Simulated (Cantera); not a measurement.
# Catalytic stagnation flow on Pt

A jet of 1.75 % H₂, 12.0 % O₂, 86.2 % N₂ at 300 K and 97.5 Torr hits a platinum plate 3.1 cm away at a mass flux of 0.026 kg/m²/s; the plate temperature is set and raised in steps from an oxygen-covered start.

Model: Deutschmann's 1995 Pt surface mechanism with GRI-Mech 3.0 gas chemistry, integrated in Cantera. Catalytic surfaces can have several steady states; this one follows from the mechanism file's or the stated starting coverage.

```csv
plate T (K),wall x H₂,wall x O₂,wall x H₂O,wall x OH,θ free Pt,θ O*,θ OH*
600,0.00184,0.104,0.0299,<1e-8,0.0292,0.966,0.00457
650,0.00181,0.104,0.0298,<1e-8,0.0312,0.966,0.00309
700,0.00163,0.104,0.0299,<1e-8,0.0366,0.961,0.00232
750,0.00122,0.103,0.0306,<1e-8,0.0526,0.945,0.00201
800,0.000806,0.103,0.0312,<1e-8,0.0843,0.914,0.00190
850,0.000551,0.103,0.0315,1.10e-8,0.130,0.868,0.00179
900,0.000407,0.102,0.0317,3.32e-8,0.185,0.813,0.00166
950,0.000318,0.102,0.0317,9.11e-8,0.246,0.752,0.00150
```
x: mole fraction at the wall; θ: surface coverage.
